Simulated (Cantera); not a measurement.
Input: 1 mol Ti(OiPr)4, 1.8 mol O2, 61 mol H2, 0.26 mol C3H8, equilibrated at 1898 K and 0.00133 bar.

Method: chemical equilibrium by Gibbs-energy minimisation in Cantera with the NASA 1993 tables (ideal gas, pure condensed phases). Candidate condensed phases: C, C6H6, C7H8, C8H18, H2O, Ti, TiC, TiO, TiO2, Ti2O3, Ti3O5, Ti4O7; 113 gas species. The feed counts by its element totals alone. TiC: taken at fixed stoichiometry. The numbers say what is thermodynamically allowed, not how fast it happens.

Base state: H2 0.890, CO 0.0899, H 0.0202, C2H2 (acetylene) 0.000335 (mole fractions); condensed: C(graphite) + TiC(s).

Question: What changes in the equilibrium state with this change: pressure from 0.00133 bar to 0.0610 bar?

Answer: 
| species | before | after |
|---|---|---|
| H2 | 0.890 | 0.906 |
| CO | 0.0899 | 0.0907 |
| H | 0.0202 | 0.00301 |
| CH4 | 5.96e-7 | 2.83e-5 |
| C2H2 (acetylene) | 0.000335 | 0.000341 |
| C(graphite), mol | 4.12 | 4.12 |
| TiC(s), mol | 1.000 | 1.00 |

Question: What changes in the equilibrium state with this change: pressure from 0.00133 bar to 0.0100 bar?

Answer: 
```
species             before     after
----------------  --------  --------
H2                   0.890     0.902
CO                  0.0899    0.0905
H                   0.0202   0.00742
C2H2 (acetylene)  0.000335  0.000339
C(graphite), mol      4.12      4.12
TiC(s), mol          1.000     1.000
```
